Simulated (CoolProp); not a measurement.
R407C along the isotherm 362.6 K: fugacity coefficient from the reference equation and from simpler models built on Tc = 359.3 K, pc = 4632 kPa, ω = 0.363; each cubic takes its own stable root.

Values from CoolProp's reference Helmholtz-energy equation of state, Lemmon 2003. It is a pseudo-pure fit of the blend.

```tsv
p (kPa)	phase	reference	van der Waals	Redlich-Kwong	Soave-Redlich-Kwong
73.2	gas	0.9944	0.9954	0.9948	0.9948
167	gas	0.9872	0.9895	0.9881	0.9881
379	gas	0.9710	0.9763	0.9730	0.9731
863	gas	0.9345	0.9461	0.9388	0.9392
1960	gas	0.8535	0.8780	0.8628	0.8637
4470	gas	0.6701	0.7160	0.6892	0.6915
10200	supercritical	0.3684	0.4283	0.3946	0.3983
23200	supercritical	0.2359	0.3226	0.2666	0.2696
```
